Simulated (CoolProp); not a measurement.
Vapour-liquid equilibrium of dimethyl ether (1) + n-hexane (2) at 27.35 °C; x and y are mole fractions of (1).

The numbers come from the multi-fluid Helmholtz-energy mixture model, Wu 2011 and Thol 2019; pair parameters Bell 2016 in CoolProp.

| x | bubble pressure (MPa) | y at the bubble point | dew pressure at overall composition x (MPa) | liquid density (mol/L) |
|---|---|---|---|---|
| 0.05 | (withheld) | 0.653 | 0.02347 | (withheld) |
| 0.2 | 0.1776 | 0.890 | 0.02781 | 8.409 |
| 0.35 | (withheld) | (withheld) | 0.03409 | 9.140 |
| 0.5 | 0.3618 | 0.959 | 0.04401 | 9.989 |
| 0.65 | (withheld) | 0.972 | 0.06202 | 10.99 |
| 0.8 | 0.5130 | 0.984 | 0.1048 | 12.20 |
| 0.95 | 0.5988 | 0.996 | 0.3220 | 13.69 |

**Question.** What belongs in the gaps?

**Answer.** 
- 0.05, bubble pressure (MPa): 0.06251
- 0.05, liquid density (mol/L): 7.769
- 0.35, bubble pressure (MPa): 0.2775
- 0.35, y at the bubble point: 0.938
- 0.65, bubble pressure (MPa): 0.4372

No azeotrope shows between x = 0.05 and 0.95.

Pair parameters are fitted to limited data, so mixtures are less certain than the pure fluids.
